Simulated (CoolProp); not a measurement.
Ethylbenzene at several states: fugacity coefficient from the reference equation and from simpler models built on Tc = 617.1 K, pc = 36.22 bar, ω = 0.304; each cubic takes its own stable root.

Computed with CoolProp (reference Helmholtz-energy equation of state, Zhou 2012).

```json
[
 {"T (K)": "398", "p (bar)": "18.2", "phase": "liquid", "reference": "0.04223", "van der Waals": "0.2548", "Soave-Redlich-Kwong": "(withheld)"},
 {"T (K)": "522.3", "p (bar)": "0.491", "phase": "gas", "reference": "0.9915", "van der Waals": "0.9940", "Soave-Redlich-Kwong": "0.9920"},
 {"T (K)": "432.2", "p (bar)": "181", "phase": "liquid", "reference": "0.01890", "van der Waals": "(withheld)", "Soave-Redlich-Kwong": "(withheld)"},
 {"T (K)": "497.1", "p (bar)": "0.689", "phase": "gas", "reference": "0.9858", "van der Waals": "0.9906", "Soave-Redlich-Kwong": "0.9870"},
 {"T (K)": "197.8", "p (bar)": "0.172", "phase": "liquid", "reference": "6.342e-6", "van der Waals": "0.1370", "Soave-Redlich-Kwong": "(withheld)"},
 {"T (K)": "318.7", "p (bar)": "1.89", "phase": "liquid", "reference": "0.02016", "van der Waals": "0.6337", "Soave-Redlich-Kwong": "0.01973"}
]
```

Task: Fill in the missing entries.

Result: 
- 398, Soave-Redlich-Kwong: 0.04266
- 432.2, van der Waals: 0.1065
- 432.2, Soave-Redlich-Kwong: 0.02082
- 197.8, Soave-Redlich-Kwong: 7.192e-6
